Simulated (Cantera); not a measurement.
An isothermal, constant-pressure homogeneous reactor starts with C₂H₆ : N₂ = 1 : 31 (molar parts), at 1175 K and 26.3 Torr.

Computed with Cantera and GRI-Mech 3.0 (53 species, 325 reactions). GRI-Mech 3.0 stops at C3 and has no aromatics, soot or wall deposition, so with more carbon than oxygen in the feed, carbon stays in small species such as C2H2 where larger ones or solid carbon would form. Radical loss at walls, strong at low pressure, is not modelled.

x: mole fraction; the columns are a selection and need not sum to one.

| t (s) | x C₂H₆ | x C₂H | x H | x C₂H₄ | x C₂H₂ | x HCN | x CH₄ |
|---|---|---|---|---|---|---|---|
| 0.000400 | 0.0312 | <1e-12 | 9.39e-9 | 5.08e-8 | <1e-12 | <1e-12 | 9.12e-8 |
| 0.00206 | 0.0312 | <1e-12 | 2.44e-7 | 6.27e-6 | 9.66e-11 | <1e-12 | 2.21e-6 |
| 0.0106 | 0.0308 | <1e-12 | ? | ? | ? | 5.53e-11 | ? |
| 0.0548 | 0.0261 | 6.12e-12 | 3.18e-6 | 0.00452 | 5.99e-5 | 3.85e-10 | 0.000554 |
| 0.283 | 0.00884 | 5.53e-11 | 4.58e-6 | 0.0183 | 0.00173 | 7.08e-10 | 0.00311 |
| 1.46 | 0.000161 | 6.02e-11 | 1.55e-6 | 0.0181 | 0.00951 | 8.17e-10 | 0.00471 |
| 7.52 | 5.30e-6 | 1.73e-11 | 3.28e-7 | 0.0126 | 0.0150 | 8.14e-10 | 0.00473 |
| 38.8 | 1.74e-6 | 1.53e-11 | 2.35e-7 | 0.00599 | 0.0214 | 8.09e-10 | 0.00471 |
| 200 | ? | 1.17e-11 | ? | ? | ? | 8.05e-10 | 0.00470 |

Problem. Some entries are withheld; supply them.

Solution. 
- 0.0106, x H: 2.08e-6
- 0.0106, x C₂H₄: 0.000401
- 0.0106, x C₂H₂: 3.98e-7
- 0.0106, x CH₄: 4.35e-5
- 200, x C₂H₆: 3.77e-7
- 200, x H: 1.61e-7
- 200, x C₂H₄: 0.00108
- 200, x C₂H₂: 0.0262
